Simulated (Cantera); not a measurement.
Input: 1 mol Si, 4.3 mol Cl2, 70 mol H2, equilibrated at 350 Pa.

These are equilibrium values from Cantera (NASA tables, ideal gas, pure condensed phases), not measurements of a reactor. Candidate condensed phases: Si; 19 gas species. The numbers say what is thermodynamically allowed, not how fast it happens. All values below are at 500 °C.

Base state: H2 0.923, HCl 0.0629, SiCl4 0.0135, SiHCl3 0.000125 (mole fractions); condensed: gas only.

Q: What changes in the equilibrium state with this change: Cl2 from 4.3 to 7.1 mol?

A: 
| species | before | after |
|---|---|---|
| H2 | 0.923 | 0.853 |
| HCl | 0.0629 | 0.134 |
| SiCl4 | 0.0135 | 0.0131 |
| SiHCl3 | 0.000125 | 5.24e-5 |
